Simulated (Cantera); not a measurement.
Charge: 1 mol Si2H6, a varied amount of H2O, equilibrated at 950 K and 7.50 Torr.

These are equilibrium values from Cantera (NASA tables, ideal gas, pure condensed phases), not measurements of a reactor. Candidate condensed phases: H2O, Si, SiO2; 18 gas species. The feed counts by its element totals alone. Equilibrium is a limit: real reactors are often held back by kinetics, nucleation or transport.

log p: log10 of the partial pressure in bar; n: condensed amount in mol.

```tsv
n(H2O) (mol)	log p H2	log p H2O	log p SiO	log p H	n Si(s)	n SiO2(β-quartz)
0.11	-2.00	-11.58	-10.24	-10.25	1.95	[?]
0.18	-2.00	-11.58	-10.24	-10.25	1.91	[?]
0.28	-2.00	-11.58	-10.24	-10.25	1.86	[?]
0.45	-2.00	-11.58	-10.24	-10.25	1.77	[?]
0.71	-2.00	-11.58	-10.24	-10.25	1.65	[?]
1.1	-2.00	-11.58	-10.24	-10.25	1.45	[?]
1.8	-2.00	-11.58	-10.24	-10.25	1.10	[?]
2.8	-2.00	-11.58	-10.24	-10.25	0.600	[?]
4.5	-2.03	-3.18	<-14	-10.27	0	2.00
7.2	-2.16	-2.50	<-14	-10.34	0	2.00
11	-2.30	-2.30	<-14	-10.41	0	2.00
18	-2.48	-2.18	<-14	-10.49	0	2.00
```

Problem. Complete the blanks.

Solution. 
- 0.11, n SiO2(β-quartz): 0.0550
- 0.18, n SiO2(β-quartz): 0.0900
- 0.28, n SiO2(β-quartz): 0.140
- 0.45, n SiO2(β-quartz): 0.225
- 0.71, n SiO2(β-quartz): 0.355
- 1.1, n SiO2(β-quartz): 0.550
- 1.8, n SiO2(β-quartz): 0.900
- 2.8, n SiO2(β-quartz): 1.40
